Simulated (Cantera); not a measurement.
Charge: 1 mol CuO, 0.45 mol CH4, 8 mol H2, at 2498.15 K and 96000 Pa.

These are equilibrium values from Cantera (NASA tables, ideal gas, pure condensed phases), not measurements of a reactor. Candidate condensed phases: C, C6H6, C7H8, C8H18, Cu, CuO, Cu(OH)2, Cu2O, H2O; 113 gas species. Rates play no part.

Base state: H2 0.787, Cu 0.0940, H2O 0.0518, CO 0.0426, H 0.0226, Cu2 0.000768, CO2 0.000452, OH 0.000307 (mole fractions); condensed: gas only.

**Question.** What changes in the equilibrium state with this change: temperature from 2498.15 K to 1650 K?

**Answer.** 
| species | before | after |
|---|---|---|
| H2 | 0.787 | 0.894 |
| H2O | 0.0518 | 0.0579 |
| CO | 0.0426 | 0.0472 |
| Cu | 0.0940 | 8.46e-5 |
| H | 0.0226 | 8.77e-5 |
| Cu2 | 0.000768 | 7.94e-8 |
| OH | 0.000307 | 2.56e-7 |
| CO2 | 0.000452 | 0.000951 |
| Cu(l), mol | 0 | 0.999 |

**Question.** What changes in the equilibrium state with this change: CH4 from 0.45 to 1.4 mol?

**Answer.** 
```json
[
 {"species": "H2", "before": "0.787", "after": "0.814"},
 {"species": "CO", "before": "0.0426", "after": "0.0773"},
 {"species": "Cu", "before": "0.0940", "after": "0.0763"},
 {"species": "H2O", "before": "0.0518", "after": "1.47e-6"},
 {"species": "H", "before": "0.0226", "after": "0.0230"},
 {"species": "C2H2 (acetylene)", "before": "<1e-9", "after": "0.00874"},
 {"species": "CH4", "before": "1.36e-9", "after": "9.57e-5"},
 {"species": "CH3", "before": "<1e-9", "after": "4.86e-5"},
 {"species": "C4H2", "before": "<1e-9", "after": "3.87e-5"},
 {"species": "C(graphite), mol", "before": "0", "after": "0.169"}
]
```
